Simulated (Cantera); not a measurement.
# Nitride etching: Si3N4 + HCl

Charge: 1 mol Si3N4, a varied amount of HCl, equilibrated at 777 °C and 32.0 Pa.

Equilibrium computed with Cantera from the NASA thermochemical tables; the gas is ideal and each condensed phase is pure. Candidate condensed phases: NH4Cl, Si, Si3N4; 28 gas species. The tables' values for SiCl3 are old estimates; treat these amounts as uncertain. Rates play no part.

```
n(HCl) (mol)  x HCl   x H2  x SiCl4    x N2  n Si3N4(s)
------------  -----  -----  -------  ------  ----------
5.9           0.541  0.249    0.122  0.0839       0.762
11            0.541  0.249    0.122  0.0839       0.557
16            0.541  0.249    0.122  0.0839       0.355
20            0.541  0.249    0.122  0.0839       0.194
25            0.545  0.247    0.122  0.0832           0
30            0.622  0.205    0.101  0.0689           0
35            0.678  0.175   0.0867  0.0588           0
40            0.719  0.153   0.0758  0.0513           0
44            0.745  0.139   0.0689  0.0465           0
```
x: gas mole fraction; n: condensed amount in mol.

From 5.9 mol HCl to 20 mol HCl the condensed part is Si3N4(s). From 25 mol HCl to 44 mol HCl nothing is condensed. The main Si-bearing gas is SiCl4 throughout.
